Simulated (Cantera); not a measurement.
A Cantera script and its output.

```python
import numpy as np
import cantera as ct

gas = ct.Solution("h2o2.yaml")
gas.TPX = 575, 600000, {'H2': 1, 'O2': 0.806, 'N2': 3.03}
flame = ct.FreeFlame(gas, width=0.011)
flame.set_refine_criteria(ratio=3, slope=0.08, curve=0.16)
flame.transport_model = "mixture-averaged"
flame.solve(loglevel=0, auto=True)
flame.transport_model = "multicomponent"
flame.soret_enabled = True
flame.solve(loglevel=0, refine_grid=True)
z, T = flame.grid, flame.T
thick = (T[-1] - T[0]) / np.gradient(T, z).max()
show = ['H2', 'O2', 'O', 'H2O2', 'HO2', 'H']
print(f"laminar burning velocity  {flame.velocity[0] * 100:.3f} cm/s")
print(f"burnt temperature         {T[-1]:.1f} K")
print(f"thermal thickness         {thick * 1e3:.4f} mm")
print(f"grid points               {len(z)}")
z0 = z[flame.heat_release_rate.argmax()]
print(f"{'z/mm':>9s}{'T/K':>9s}{'u/(m/s)':>9s}" + "".join(f"{s:>11s}" for s in show))
rows = []
for k in (-3, -2, -1.5, -1, -0.5, -0.25, 0, 0.25, 0.5, 1, 2, 4, 8):
    zz = z0 + k * thick
    rows.append([k * thick, np.interp(zz, z, T), np.interp(zz, z, flame.velocity),
                 *(np.interp(zz, z, flame.X[gas.species_index(s)]) for s in show)])
    print(f"{rows[-1][0] * 1e3:9.3f}{rows[-1][1]:9.1f}{rows[-1][2]:9.3f}" + "".join(f"{x:11.3e}" for x in rows[-1][3:]))
```

It prints:

```
laminar burning velocity  196.557 cm/s
burnt temperature         2045.0 K
thermal thickness         0.0522 mm
grid points               112
     z/mm      T/K  u/(m/s)         H2         O2          O       H2O2        HO2          H
   -0.157    575.1    1.962  2.050e-01  1.671e-01  1.092e-11  1.368e-08  5.194e-08  1.021e-13
   -0.104    575.8    1.953  1.998e-01  1.681e-01  8.264e-10  2.058e-07  7.730e-07  7.715e-12
   -0.078    579.1    1.943  1.903e-01  1.701e-01  1.229e-08  1.610e-06  6.017e-06  1.297e-10
   -0.052    595.4    1.952  1.686e-01  1.741e-01  1.603e-07  1.145e-05  4.431e-05  3.590e-09
   -0.026    763.9    2.394  1.173e-01  1.741e-01  1.981e-05  1.203e-04  6.511e-04  3.342e-05
   -0.013   1069.6    3.303  8.222e-02  1.559e-01  3.661e-04  1.395e-04  7.182e-04  8.041e-04
    0.000   1416.9    4.357  4.626e-02  1.243e-01  2.028e-03  2.443e-05  4.103e-04  3.268e-03
    0.013   1655.5    5.091  2.174e-02  9.772e-02  3.819e-03  5.233e-06  2.289e-04  4.561e-03
    0.026   1792.4    5.509  1.086e-02  8.466e-02  4.191e-03  3.314e-06  1.387e-04  3.806e-03
    0.052   1919.2    5.887  4.580e-03  7.768e-02  2.959e-03  1.994e-06  6.611e-05  1.778e-03
    0.104   1998.1    6.112  1.769e-03  7.624e-02  1.242e-03  1.106e-06  2.510e-05  4.455e-04
    0.209   2031.5    6.204  5.621e-04  7.636e-02  4.069e-04  5.851e-07  8.872e-06  8.079e-05
    0.418   2042.3    6.233  2.057e-04  7.662e-02  1.604e-04  3.715e-07  4.516e-06  1.923e-05
```

Model: the H2/O2 subset of GRI-Mech 3.0, which has no nitrogen chemistry, integrated in Cantera. The hydrogen kinetics of GRI-Mech 3.0 are dated; newer H2 mechanisms differ, most at raised pressure. Burning velocities carry a grid error of a few per cent, more on coarse grids. Lean hydrogen flames are cellular in practice and burn faster than this planar one.
